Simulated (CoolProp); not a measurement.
A closed Brayton cycle with dry air: compressor inlet 328.15 K and 6.6 MPa, high pressure 19.4 MPa, turbine inlet 990 K, compressor efficiency 0.89, turbine efficiency 0.9, recuperator effectiveness 0.8 (on enthalpy, no pinch check). Each further row changes one setting.

Values from CoolProp's reference Helmholtz-energy equation of state, Lemmon 2000. It is a pseudo-pure fit of the blend.

```csv
case,thermal efficiency (%),net work (kJ/kg),compressor to turbine work,compressor exit (K),turbine exit (K)
as stated,34.7,112,0.55,462.7,774.1
turbine inlet 940 K,33.0,99.3,0.58,462.7,(withheld)
compressor inlet 338.15 K,33.7,107,0.57,476.5,774.1
high pressure 16.5 MPa,(withheld),102,0.53,439.9,(withheld)
recuperator effectiveness 0.5,26.5,112,0.55,462.7,774.1
```

Task: Fill in the missing entries.

Result: 
- turbine inlet 940 K, turbine exit (K): 733.2
- high pressure 16.5 MPa, thermal efficiency (%): 34.1
- high pressure 16.5 MPa, turbine exit (K): 803.3
